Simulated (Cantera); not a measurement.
Charge: 1 mol Si3N4, 0.004 mol O2, 1.8 mol N2, equilibrated at 1823.15 K and 0.150 bar.

Method: chemical equilibrium by Gibbs-energy minimisation in Cantera with the NASA 1993 tables (ideal gas, pure condensed phases). Candidate condensed phases: Si, SiO2, Si2N2O, Si3N4; 16 gas species. Mutual solubility and eutectic melting of coexisting phases are not modelled. The numbers say what is thermodynamically allowed, not how fast it happens.

**Question.** What is the equilibrium state?

**Answer.** 
```json
{
 "x(N2)": "0.999",
 "x(SiO)": "0.00138",
 "x(Si)": "5.72e-6",
 "n(Si2N2O(s))": "0.00551 mol",
 "n(Si3N4(s))": "0.995 mol",
 "gas_amount": "1.806 mol",
 "log10 activity of Si(l) (absent)": "-0.71"
}
```
